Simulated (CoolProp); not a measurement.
A single-stage vapour-compression cycle with R22: evaporating at 205.15 K (dew point), condensing at 239.15 K (bubble point), superheat 8 K, subcooling 2 K, compressor efficiency 0.65, no pressure losses. Each further row changes one setting.

Computed with CoolProp (reference Helmholtz-energy equation of state, Kamei 1995).

```
case                              cooling COP  pressure ratio  discharge temperature (K)  refrigerating effect (kJ/kg)  volumetric capacity (kJ/m³)
--------------------------------  -----------  --------------  -------------------------  ----------------------------  ---------------------------
as stated                                 ___            5.94                      320.0                           220                          252
evaporating temperature 210.15 K         4.18            4.38                      307.1                           ___                          338
condensing temperature 234.15 K           ___             ___                        ___                           225                          258
subcooling 7 K                           3.49            5.94                      320.0                           225                          258
superheat 18 K                           3.34            5.94                      332.4                           225                          246
compressor efficiency 0.55                ___            5.94                      336.9                           220                          252
```

### Question
Some entries are withheld; supply them.

### Answer

- as stated, cooling COP: 3.41
- evaporating temperature 210.15 K, refrigerating effect (kJ/kg): 222
- condensing temperature 234.15 K, cooling COP: 4.07
- condensing temperature 234.15 K, pressure ratio: 4.74
- condensing temperature 234.15 K, discharge temperature (K): 306.0
- compressor efficiency 0.55, cooling COP: 2.88
